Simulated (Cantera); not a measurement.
Input (Python, Cantera) and output of one run.

```python
import numpy as np
import cantera as ct

gas_names = """
    H HO2 H2 H2O H2O2 O OH O2 O3 Ti TiO TiO2
""".split()
cond_names = """
    H2O(s) H2O(L) Ti(a) Ti(b) Ti(L) TiO(a) TiO(b) TiO(L) TiO2(ru) TiO2(L) Ti2O3(a) Ti2O3(b) Ti2O3(L)
    Ti3O5(a) Ti3O5(b) Ti3O5(L) Ti4O7(s) Ti4O7(L)
""".split()


# ... load() reads the species with a 1 bar reference pressure and builds the phases ...
atoms = {
    'Ti': {'Ti': 1},
    'H2O': {'H': 2, 'O': 1},
}
top_T = {}  # K; cautious upper limits of use, not melting points


# ... equilibrate(T, P, feed) seeds the gas with the atoms and calls Mixture.equilibrate('TP', solver="vcs", rtol=1e-11, max_steps=5000) ...
results = []
feed = {'Ti': 1, 'H2O': 30}  # mol
P = 250  # Pa
for T in [1098, 1198, 1298, 1398, 1498, 1598, 1698, 1798, 1898, 1998, 2098, 2198]:
    mix = equilibrate(T, P, feed)
    results.append((T, P, feed, dict(zip(mix.species_names, mix.species_moles))))

top = {s: max(r[3][s] / sum(r[3][g] for g in gas_names) for r in results) for s in gas_names}
cols = sorted((s for s in top if top[s] > 0.0001), key=lambda s: -top[s])[:6]
seen = [c for c in cond_names if any(r[3].get(c, 0) > 1e-12 for r in results)]
print("log10 of partial pressures in bar; condensed amounts in mol")
print(f"{'T/K':>10s}" + "".join(f"{s[:9]:>10s}" for s in cols + seen))
for T, P, feed, n in results:
    ng = sum(n[g] for g in gas_names)
    print(f"{T:10.4g}" + "".join(f"{np.log10(max(n[s] / ng * P / 1e5, 1e-99)):10.3f}" for s in cols)
          + "".join(f"{n.get(c, 0):10.4g}" for c in seen))
```

Output:

```
log10 of partial pressures in bar; condensed amounts in mol
       T/K       H2O        H2         H        OH        O2         O  TiO2(ru)   TiO2(L)
      1098    -2.632    -3.778    -9.496   -10.706   -15.511   -16.380         1         0
      1198    -2.632    -3.778    -8.610    -9.566   -13.536   -14.387         1         0
      1298    -2.632    -3.778    -7.859    -8.601   -11.862   -12.699         1         0
      1398    -2.632    -3.778    -7.214    -7.773   -10.424   -11.250         1         0
      1498    -2.632    -3.778    -6.654    -7.055    -9.177    -9.992         1         0
      1598    -2.632    -3.779    -6.163    -6.426    -8.084    -8.891         1         0
      1698    -2.633    -3.779    -5.729    -5.872    -7.120    -7.919         1         0
      1798    -2.634    -3.777    -5.342    -5.381    -6.268    -7.057         1         0
      1898    -2.638    -3.763    -4.989    -4.950    -5.534    -6.300    0.9996         0
      1998    -2.648    -3.720    -4.655    -4.585    -4.950    -5.656    0.9975         0
      2098    -2.671    -3.639    -4.331    -4.289    -4.530    -5.128    0.9852         0
      2198    -2.711    -3.540    -4.024    -4.052    -4.238    -4.692         0    0.9341
```

Cantera equilibrium calculation (NASA polynomials, part measured and part estimated; ideal gas, pure solids and liquids).
